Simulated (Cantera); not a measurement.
Feed: 1 mol Si3N4, 1.1 mol CO2, 230 mol H2, held at 1775 °C.

Cantera equilibrium calculation (NASA polynomials, part measured and part estimated; ideal gas, pure solids and liquids). Candidate condensed phases: C, C6H6, C7H8, C8H18, H2O, Si, SiC, SiO2, Si2N2O, Si3N4; 151 gas species. Mutual solubility and eutectic melting of coexisting phases are not modelled. Gases not in the tables: Si2H6 and higher silanes. Equilibrium is a limit: real reactors are often held back by kinetics, nucleation or transport.

Question: Which condensed phases are stable at each of these points (P (Pa)): 0.100, 1.50, 22, 320, 4600, 68000, 1000000?

Answer: 
```tsv
P (Pa)	condensed phases	Si condensed (%)
0.100	gas only	0.0
1.50	gas only	0.0
22	gas only	0.0
320	gas only	0.0
4600	Si(l) + SiC(s)	30.9
68000	Si(l) + SiC(s)	45.5
1000000	Si(l) + SiC(s) + Si2N2O(s)	60.0
```

From 0.000750 Torr to 2.40 Torr nothing is condensed. From 34.5 Torr to 510 Torr the condensed part is Si(l) + SiC(s). At 7500 Torr the condensed part is Si(l) + SiC(s) + Si2N2O(s).
